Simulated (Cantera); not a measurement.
Feed: 1 mol Ti(OiPr)₄, 2.3 mol C₃H₈, 53 mol H₂, equilibrated at 1250 K and 29.0 mbar.

Method: chemical equilibrium by Gibbs-energy minimisation in Cantera with the NASA 1993 tables (ideal gas, pure condensed phases). Candidate condensed phases: C, C₆H₆, C₇H₈, C₈H₁₈, H₂O, Ti, TiC, TiO, TiO₂, Ti₂O₃, Ti₃O₅, Ti₄O₇; 113 gas species. The feed counts by its element totals alone. TiC: taken at fixed stoichiometry. Equilibrium is a limit: real reactors are often held back by kinetics, nucleation or transport.

Base state: H₂ 0.950, CO 0.0499, CH₄ 0.000288, H₂O 2.07e-5 (mole fractions); condensed: C(graphite) + TiC(s).

### Question
What changes in the equilibrium state with this change: temperature from 1250 K to 1973.15 K?

### Answer
| species | before | after |
|---|---|---|
| H₂ | 0.950 | 0.942 |
| CO | 0.0499 | 0.0497 |
| H | 2.77e-6 | 0.00770 |
| C₂H₂ (acetylene) | 2.39e-7 | 0.000604 |
| H₂O | 2.07e-5 | 1.77e-7 |
| CH₄ | 0.000288 | 1.17e-5 |
| C(graphite), mol | 13.9 | 13.8 |
| TiC(s), mol | 1.00 | 1.000 |

### Question
What changes in the equilibrium state with this change: Ti(OiPr)₄ replaced by TiCl₄?

### Answer
| species | before | after |
|---|---|---|
| H₂ | 0.950 | 0.938 |
| HCl | 0 | 0.0621 |
| CH₄ | 0.000288 | 0.000280 |
| CO | 0.0499 | 0 |
| TiCl₃ | 0 | 4.87e-5 |
| H₂O | 2.07e-5 | 0 |
| TiCl₄ | 0 | 1.24e-5 |
| C(graphite), mol | 13.9 | 5.89 |
| TiC(s), mol | 1.00 | 0.996 |
Further candidate phases: TiCl₂, TiCl₃, TiCl₄.
